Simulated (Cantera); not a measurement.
A Cantera script and its output.

```python
import numpy as np
import cantera as ct

gas = ct.Solution("gri30.yaml")
gas.TP = 300, 150000
flame = ct.CounterflowDiffusionFlame(gas, width=0.02)
flame.fuel_inlet.X, flame.fuel_inlet.T = {'CH4': 1, 'N2': 0.37}, 550
flame.oxidizer_inlet.X, flame.oxidizer_inlet.T = {'O2': 0.27, 'N2': 0.73}, 548
flame.set_refine_criteria(ratio=3, slope=0.12, curve=0.24, prune=0.03)
show = ['OH', 'H', 'NO', 'CO', 'C2H2']

rows = []
print(f"{'mdot':>8s}{'a_max':>10s}{'a_mean':>10s}{'Tmax/K':>9s}" + "".join(f"{s:>11s}" for s in show) + "   (peak mole fractions)")
for i, mdot in enumerate([0.38, 0.57, 0.88, 1.4, 2.1, 3.2, 4.9, 7.5]):  # kg/m2/s on the oxidiser side
    flame.oxidizer_inlet.mdot, flame.fuel_inlet.mdot = mdot, 0.72 * mdot
    flame.solve(loglevel=0, auto=(i == 0))
    if flame.T.max() < max(550, 548) + 100:
        print(f"{mdot:8.3g}  no burning solution found from the previous one")
        break
    dT = np.abs(np.gradient(flame.T, flame.grid))
    rows.append([flame.strain_rate("max"), flame.strain_rate("mean"), flame.T.max(),
                 *(flame.X[gas.species_index(s)].max() for s in show), max(dT[0], dT[-1]) / dT.max()])
    print(f"{mdot:8.3g}{rows[-1][0]:10.1f}{rows[-1][1]:10.1f}{rows[-1][2]:9.1f}" + "".join(f"{x:11.3e}" for x in rows[-1][3:-1]))
```

It prints:

```
    mdot     a_max    a_mean   Tmax/K         OH          H         NO         CO       C2H2   (peak mole fractions)
    0.38     203.8      41.5   2394.1  1.296e-02  4.862e-03  6.791e-04  8.400e-02  1.921e-02
    0.57     292.6      62.2   2362.8  1.307e-02  5.134e-03  5.841e-04  8.158e-02  1.851e-02
    0.88     433.4      96.0   2334.6  1.318e-02  5.449e-03  5.086e-04  7.909e-02  1.752e-02
     1.4     662.7     152.8   2314.5  1.333e-02  5.836e-03  4.460e-04  7.705e-02  1.652e-02
     2.1     961.3     229.2   2296.1  1.329e-02  6.132e-03  3.910e-04  7.536e-02  1.556e-02
     3.2    1417.5     349.3   2275.0  1.310e-02  6.387e-03  3.313e-04  7.370e-02  1.445e-02
     4.9    2106.2     534.8   2251.0  1.276e-02  6.582e-03  2.681e-04  7.221e-02  1.316e-02
     7.5    3133.6     818.6   2221.3  1.218e-02  6.654e-03  2.023e-04  7.106e-02  1.163e-02
```

Detailed kinetics in Cantera: GRI-Mech 3.0 (53 species, 325 reactions). GRI-Mech 3.0 has no aromatics or soot, which form on the fuel side of real flames. The maximum strain rate includes the flame's own expansion and is several times the mean.
